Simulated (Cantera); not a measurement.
A perfectly stirred reactor is fed with CH3OH : O2 : N2 : H2 = 1 : 1.5 : 5.64 : 0.025 (molar parts), equivalence ratio 1.0, at 4.93 atm; it is adiabatic with a 700 K inlet, and is followed from long to short residence time, starting on the burning branch (τ in s: 0.048, 0.023, 0.011, 0.0056, 0.0028, 0.0013, 0.00066, 0.00032, 0.00016, 7.8e-05, 3.8e-05).

Computed with Cantera and GRI-Mech 3.0 (53 species, 325 reactions). GRI-Mech 3.0 was tuned for natural gas; its chemistry of methanol as a main component is partial and can be far from experiment.

Question: Predict: blow-out, bracketed by the residence times tried; x(CH3OH) at τ = 48.0 ms; x(O2) at τ = 48.0 ms; x(CO2) at τ = 48.0 ms; x(CH3OH) at τ = 1.30 ms; x(O2) at τ = 1.30 ms; x(CO2) at τ = 1.30 ms; x(CH2CO) at τ = 1.30 ms.

Answer: blow-out, bracketed by the residence times tried: burning at 38.0 µs, the shortest tried
x(CH3OH) at τ = 48.0 ms: 2.68e-7
x(O2) at τ = 48.0 ms: 0.00684
x(CO2) at τ = 48.0 ms: 0.0977
x(CH3OH) at τ = 1.30 ms: 7.37e-6
x(O2) at τ = 1.30 ms: 0.0106
x(CO2) at τ = 1.30 ms: 0.0930
x(CH2CO) at τ = 1.30 ms: 4.40e-9
